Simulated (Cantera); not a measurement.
A closed system holds: 1 mol SF₆, 0.049 mol O₂, 8.6 mol H₂, equilibrated at 23.0 bar.

Cantera equilibrium calculation (NASA polynomials, part measured and part estimated; ideal gas, pure solids and liquids). Candidate condensed phases: H₂O, H₂SO₄, S; 71 gas species. Ions and electrons are included (thermal ionisation). Rates play no part.

### Question
At 4000 K, list the 4 most abundant gas species with their mole fractions, and the condensed phases.

### Answer
HF 0.434, H₂ 0.302, H 0.183, S 0.0335. Condensed: gas only.
